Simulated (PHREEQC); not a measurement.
Consider water at 25 °C with 0.0014 mol Cu(BF4)2, 0.00021 mol HCl and 0.037 mol KCl per kg of water. Closed to the air; pH follows from the charge balance.

Computed with PHREEQC (ion-association model, wateq4f.dat).

Each row changes one thing in this solution. This is a speciation only: nothing precipitates in the calculation.

```csv
case,pH,ionic strength (mol/kgw),HF (mol/kgw),F- (mol/kgw),Cu+2 (mol/kgw),H3BO3 (mol/kgw),SI of CuF2:2H2O (CuF2:2H2O),SI of Tenorite (CuO)
as made,2.99,0.0422,0.00237,0.00191,0.00131,0.000970,-4.24,-4.82
HCl left out,3.03,0.0421,0.00231,0.00202,0.00131,0.000980,-4.19,-4.74
KCl left out,3.00,0.00521,0.00247,0.00178,0.00137,0.000971,-4.01,-4.61
diluted 100-fold with water,4.13,0.000487,1.09e-5,0.000101,1.40e-5,2.80e-5,-8.36,-4.25
KCl from 0.037 to 0.0074 mol/kgw,3.00,0.0126,0.00244,0.00183,0.00135,0.000972,-4.09,-4.68
```

Real BF4- forms and hydrolyses slowly; the run takes it at equilibrium.
